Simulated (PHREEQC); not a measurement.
Na2CO3 is added in steps, without added water, to 1 kg of water holding 1.2 mmol/kgw ZnCl2 and 0.86 mmol/kgw Na2SO4, at 25 °C. O2 is buffered at 0.21 atm. No CO2 enters from the air. Only these solids could form: Zn(OH)2-e, ZnCO3:H2O, Zn4(OH)6SO4, Zn5(OH)8Cl2, Halite, Mirabilite, Goslarite, Nahcolite, Natron.

Base run: PHREEQC, ion-association model, wateq4f.dat. Each further column changes one thing. The table gives Zn(OH)2-e (mol).

```csv
Na2CO3 added (mol),base,metal-ligand complexes left out,Debye-Hückel limiting law,Davies equation for every ion
0,0,0,0,0
0.0001937,4.16e-5,3.61e-5,4.30e-5,4.19e-5
0.0004844,4.97e-5,4.43e-5,5.12e-5,5.01e-5
0.0006781,5.78e-5,5.24e-5,5.94e-5,5.82e-5
0.0009687,8.02e-5,…,8.21e-5,8.07e-5
0.001162,0.000115,…,0.000118,0.000116
0.001453,0.000277,0.000275,0.000278,0.000277
0.001647,0.000444,0.000446,0.000445,0.000445
0.001937,0.000704,…,0.000704,0.000704
0.002131,0.000874,0.000886,0.000873,0.000874
0.002422,0.00112,…,0.00112,0.00112
0.002616,0.00117,0.00120,0.00117,0.00117
0.002906,0.00117,0.00120,0.00117,0.00117
0.0031,0.00117,0.00120,0.00117,0.00117
```

**Question.** Complete the blanks.

**Answer.** 
- 0.0009687, metal-ligand complexes left out: 7.44e-5
- 0.001162, metal-ligand complexes left out: 0.000109
- 0.001937, metal-ligand complexes left out: 0.000711
- 0.002422, metal-ligand complexes left out: 0.00114

The database's zinc carbonate complexes are estimates, stronger than later reviews accept.
